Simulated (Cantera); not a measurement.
Charge: 1 mol FeS, 0.2 mol O₂, 0.49 mol H₂O, held at 10.0 mbar.

These are equilibrium values from Cantera (NASA tables, ideal gas, pure condensed phases), not measurements of a reactor. Candidate condensed phases: Fe, FeO, Fe(OH)₂, Fe(OH)₃, FeS, FeSO₄, FeS₂, Fe₂O₃, Fe₂(SO₄)₃, Fe₃O₄, H₂O, H₂SO₄, S; 22 gas species. Mutual solubility and eutectic melting of coexisting phases are not modelled. FeS: taken at fixed stoichiometry. Gases not in the tables: S₃ to S₇. Kinetics and transport are ignored. All values below are at 1048 K.

Base state: H₂O 0.778, SO₂ 0.181, S₂ 0.0195, H₂S 0.0109, H₂ 0.00940, S₂O 0.000401, SO 6.48e-5, SH 1.67e-5 (mole fractions); condensed: FeS(s) + Fe₃O₄(s).

Question: What changes in the equilibrium state with this change: O₂ from 0.2 to 3.1 mol?

Answer: 
```json
[
 {"species": "O₂", "before": "<1e-9", "after": "0.469"},
 {"species": "SO₂", "before": "0.181", "after": "0.332"},
 {"species": "H₂O", "before": "0.778", "after": "0.175"},
 {"species": "S₂", "before": "0.0195", "after": "<1e-9"},
 {"species": "H₂S", "before": "0.0109", "after": "<1e-9"},
 {"species": "SO₃", "before": "5.43e-9", "after": "0.0240"},
 {"species": "H₂", "before": "0.00940", "after": "<1e-9"},
 {"species": "S₂O", "before": "0.000401", "after": "<1e-9"},
 {"species": "SO", "before": "6.48e-5", "after": "<1e-9"},
 {"species": "SH", "before": "1.67e-5", "after": "<1e-9"},
 {"species": "FeS(s), mol", "before": "0.858", "after": "0"},
 {"species": "Fe₃O₄(s), mol", "before": "0.0475", "after": "0"},
 {"species": "Fe₂O₃(s), mol", "before": "0", "after": "0.500"}
]
```
